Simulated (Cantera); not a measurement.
# Pyrogenic steam for wet oxidation

An isothermal, constant-pressure homogeneous reactor starts with H₂ : O₂ : N₂ = 0.3 : 1 : 4.5 (molar parts), at 975 K and 44000 Pa.

Computed with Cantera and GRI-Mech 3.0 (53 species, 325 reactions). The temperature is held fixed by assumption; the heat of reaction is taken as removed at once.

| t (s) | x H₂ | x O₂ | x O | x H₂O | x NO | x H₂O₂ | x H |
|---|---|---|---|---|---|---|---|
| 0.000400 | 0.0517 | 0.172 | 1.22e-7 | 6.39e-7 | <1e-12 | 1.72e-10 | 2.39e-7 |
| 0.00172 | 0.00482 | 0.152 | 0.000139 | 0.0480 | 8.97e-8 | 4.12e-6 | 5.97e-5 |
| 0.00739 | 0.00143 | 0.151 | 1.34e-5 | 0.0516 | 7.87e-8 | 6.40e-6 | 1.84e-6 |
| 0.0317 | 0.000576 | 0.151 | 2.61e-6 | 0.0525 | 5.52e-8 | 6.21e-6 | 1.88e-7 |
| 0.136 | 0.000143 | 0.150 | 5.50e-7 | 0.0529 | 3.69e-8 | 1.34e-6 | 2.02e-8 |
| 0.586 | 1.55e-5 | 0.150 | 3.11e-8 | 0.0531 | 2.30e-8 | 3.59e-8 | 6.77e-10 |
| 2.52 | 1.12e-6 | 0.150 | 8.60e-10 | 0.0531 | 2.65e-8 | 4.10e-10 | 1.39e-11 |
| 10.8 | 2.35e-8 | 0.150 | 3.46e-11 | 0.0531 | 5.70e-8 | 2.14e-11 | <1e-12 |
| 46.5 | 2.59e-11 | 0.150 | 1.48e-11 | 0.0531 | 7.97e-8 | 1.03e-11 | <1e-12 |
| 200 | 8.47e-12 | 0.150 | 4.17e-11 | 0.0531 | 8.84e-8 | 2.72e-11 | <1e-12 |
x: mole fraction; the columns are a selection and need not sum to one.

Equilibrium at this temperature and pressure: H₂ 8.46e-12, O₂ 0.150, O 4.25e-11, H₂O 0.0531, NO 2.02e-5, H₂O₂ 2.77e-11, H <1e-12 (gas phase only).
